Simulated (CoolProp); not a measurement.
Saturation properties of R365MFC.

Model: reference Helmholtz-energy equation of state, Lemmon 2016, in CoolProp.

```json
[
 {"T (°C)": "75.65", "p (MPa)": "0.3120", "liquid density (kg/m³)": "1141", "enthalpy of vaporisation (kJ/kg)": "169.4"},
 {"T (°C)": "82.35", "p (MPa)": "0.3749", "liquid density (kg/m³)": "1123", "enthalpy of vaporisation (kJ/kg)": "165.4"},
 {"T (°C)": "89.05", "p (MPa)": "…", "liquid density (kg/m³)": "1106", "enthalpy of vaporisation (kJ/kg)": "161.2"},
 {"T (°C)": "95.65", "p (MPa)": "0.5279", "liquid density (kg/m³)": "1088", "enthalpy of vaporisation (kJ/kg)": "157.0"},
 {"T (°C)": "102.35", "p (MPa)": "0.6210", "liquid density (kg/m³)": "1069", "enthalpy of vaporisation (kJ/kg)": "152.4"},
 {"T (°C)": "108.95", "p (MPa)": "0.7244", "liquid density (kg/m³)": "…", "enthalpy of vaporisation (kJ/kg)": "147.8"},
 {"T (°C)": "115.65", "p (MPa)": "0.8421", "liquid density (kg/m³)": "1028", "enthalpy of vaporisation (kJ/kg)": "142.8"},
 {"T (°C)": "122.35", "p (MPa)": "0.9739", "liquid density (kg/m³)": "1007", "enthalpy of vaporisation (kJ/kg)": "137.5"},
 {"T (°C)": "128.95", "p (MPa)": "1.119", "liquid density (kg/m³)": "…", "enthalpy of vaporisation (kJ/kg)": "131.9"},
 {"T (°C)": "135.65", "p (MPa)": "1.282", "liquid density (kg/m³)": "959.2", "enthalpy of vaporisation (kJ/kg)": "125.8"},
 {"T (°C)": "142.35", "p (MPa)": "1.463", "liquid density (kg/m³)": "932.7", "enthalpy of vaporisation (kJ/kg)": "119.2"},
 {"T (°C)": "148.95", "p (MPa)": "1.660", "liquid density (kg/m³)": "904.3", "enthalpy of vaporisation (kJ/kg)": "112.1"},
 {"T (°C)": "155.65", "p (MPa)": "1.881", "liquid density (kg/m³)": "…", "enthalpy of vaporisation (kJ/kg)": "104.0"},
 {"T (°C)": "162.25", "p (MPa)": "2.122", "liquid density (kg/m³)": "…", "enthalpy of vaporisation (kJ/kg)": "94.85"}
]
```

### Question
Some entries are withheld; supply them.

### Answer

- 89.05, p (MPa): 0.4470
- 108.95, liquid density (kg/m³): 1049
- 128.95, liquid density (kg/m³): 983.9
- 155.65, liquid density (kg/m³): 872.5
- 162.25, liquid density (kg/m³): 837.1

It boils at 40.2 °C under 1 atm.
